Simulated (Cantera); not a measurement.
Charge: 1 mol B₂O₃, 3.6 mol H₂, held at 90.0 Torr.

Equilibrium computed with Cantera from the NASA thermochemical tables; the gas is ideal and each condensed phase is pure. Candidate condensed phases: B, B₂O₃, B₃O₃H₃, H₂O; 23 gas species. The numbers say what is thermodynamically allowed, not how fast it happens.

### Question
At 1448 K, list the 4 most abundant gas species with their mole fractions, and the condensed phases.

### Answer
H₂ 0.998, HBO 0.00109, HBO₂ 0.000675, H₂O 0.000242. Condensed: B₂O₃(l).
